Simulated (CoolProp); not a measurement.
The fluid at 249.58 K and 0.898 MPa flows at 2 m/s in a round tube of 100 mm bore and 15 µm roughness, fully developed (64/Re and Nu = 3.66 if laminar; Colebrook and Gnielinski if turbulent). The same conditions are run with several fluids, on thermodynamics alone (safety and materials aside).

Computed with CoolProp (reference Helmholtz-energy equation of state of each fluid (propylene: Lemmon 2013; R404A: Lemmon 2003; R143a: Lemmon and Jacobsen 2000; R141b: Lemmon 2006; n-butane: Bücker 2006)). Blends and air are pseudo-pure fits.

```tsv
fluid	Reynolds number	Darcy friction factor	pressure drop (Pa/m)	heat-transfer coefficient (W/(m² K))	mass flow (kg/h)
propylene	761000	0.0144	167	3240	32800
R404A	1010000	0.0141	349	(withheld)	69900
R143a	(withheld)	0.0139	306	3560	(withheld)
R141b	343000	(withheld)	(withheld)	2110	(withheld)
n-butane	477000	(withheld)	188	2630	(withheld)
```

### Question
Fill in the missing entries.

### Answer

- R404A, heat-transfer coefficient (W/(m² K)): 3230
- R143a, Reynolds number: 1250000
- R143a, mass flow (kg/h): 62300
- R141b, Darcy friction factor: 0.0156
- R141b, pressure drop (Pa/m): 413
- R141b, mass flow (kg/h): 75000
- n-butane, Darcy friction factor: 0.0150
- n-butane, mass flow (kg/h): 35400

Transport values come from each fluid's own correlations; those of propylene, R143a, R141b are estimates that may be off by 10 % or more.
